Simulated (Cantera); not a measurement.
# Thermodynamics of fluorocarbon and chlorocarbon gases, feed CCl4 + H2 + CH4

Feed: 1 mol CCl4, 1.8 mol H2, 0.039 mol CH4, held at 0.133 bar.

Cantera equilibrium calculation (NASA polynomials, part measured and part estimated; ideal gas, pure solids and liquids). Candidate condensed phases: C, C6H6, C7H8, C8H18; 91 gas species. The tables' values for CCl are old estimates; treat these amounts as uncertain. Rates play no part.

From 2625 °C to 2900 °C the condensed part is C(graphite). The main C-bearing gas is C2H2 (acetylene) at 2625 °C and C3 at 2900 °C. The share of C in condensed phases is highest at 2625 °C (93.6 %) and lowest at 2900 °C (57.8 %).

| T (°C) | log p HCl | log p Cl | log p H | log p H2 | log p C3 | n C(graphite) |
|---|---|---|---|---|---|---|
| 2625 | -1.20 | -1.35 | -1.90 | -1.91 | -4.00 | 0.972 |
| 2650 | -1.22 | -1.34 | -1.86 | -1.91 | -3.87 | 0.961 |
| 2675 | -1.24 | -1.32 | -1.83 | -1.91 | -3.75 | 0.948 |
| 2700 | -1.26 | -1.31 | -1.79 | -1.91 | -3.63 | 0.933 |
| 2725 | -1.28 | -1.30 | -1.76 | -1.91 | -3.52 | 0.914 |
| 2750 | -1.31 | -1.29 | -1.73 | -1.91 | -3.40 | 0.891 |
| 2775 | -1.33 | -1.28 | -1.70 | -1.92 | -3.29 | 0.864 |
| 2800 | -1.36 | -1.27 | -1.67 | -1.92 | -3.18 | 0.831 |
| 2825 | -1.38 | -1.26 | -1.64 | -1.93 | -3.07 | 0.790 |
| 2850 | -1.41 | -1.25 | -1.61 | -1.94 | -2.96 | 0.740 |
| 2875 | -1.44 | -1.25 | -1.59 | -1.95 | -2.85 | 0.678 |
| 2900 | -1.47 | -1.24 | -1.57 | -1.96 | -2.75 | 0.601 |
log p: log10 of the partial pressure in bar; n: condensed amount in mol.
